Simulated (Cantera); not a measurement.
**Adiabatic ignition**

An adiabatic, constant-pressure homogeneous reactor starts with 1.32 % C3H8, 18.8 % O2, 70.8 % N2, 9.09 % H2, equivalence ratio 0.59, at 1275 K and 500000 Pa.

Model: GRI-Mech 3.0 (53 species, 325 reactions), integrated in Cantera. GRI-Mech 3.0 was tuned for natural gas; its chemistry of propane as a main component is partial and can be far from experiment.

```tsv
t (s)	T (K)	x C3H8	x O2	x CH2	x CO2	x N2O	x CH2O
2.00e-6	1275	0.0132	0.188	<1e-12	6.26e-12	<1e-12	1.35e-8
5.37e-6	1275	0.0132	0.188	4.88e-12	1.98e-10	3.06e-12	1.65e-7
1.44e-5	1275	0.0131	0.188	2.60e-10	1.81e-8	3.99e-11	5.17e-6
3.86e-5	1295	0.00906	0.185	8.87e-8	1.87e-5	1.68e-9	0.000816
0.000104	2506	<1e-12	0.0779	<1e-12	0.0380	1.49e-6	7.74e-12
0.000278	2509	<1e-12	0.0777	<1e-12	0.0382	1.46e-6	6.80e-12
0.000746	2508	<1e-12	0.0772	<1e-12	0.0382	1.46e-6	6.73e-12
0.00200	2504	<1e-12	0.0761	<1e-12	0.0383	1.45e-6	6.57e-12
0.00537	2496	<1e-12	0.0740	<1e-12	0.0383	1.47e-6	6.29e-12
0.0144	2490	<1e-12	0.0722	<1e-12	0.0384	1.50e-6	6.05e-12
0.0386	2489	<1e-12	0.0718	<1e-12	0.0384	1.50e-6	6.00e-12
0.104	2489	<1e-12	0.0718	<1e-12	0.0384	1.50e-6	6.00e-12
0.278	2489	<1e-12	0.0718	<1e-12	0.0384	1.50e-6	6.00e-12
0.746	2489	<1e-12	0.0718	<1e-12	0.0384	1.50e-6	6.00e-12
2.00	2489	<1e-12	0.0718	<1e-12	0.0384	1.50e-6	6.00e-12
```
x: mole fraction; the columns are a selection and need not sum to one.

```yaml
time_of_steepest_temperature_rise: 54.2 µs
temperature at 2.00 s: 2489 K
equilibrium_temperature: 2489 K
x(C3H8) at 2.00 s: <1e-12 (gas-phase equilibrium <1e-12)
x(O2) at 2.00 s: 0.0718 (gas-phase equilibrium 0.0718)
x(CH2) at 2.00 s: <1e-12 (gas-phase equilibrium <1e-12)
```
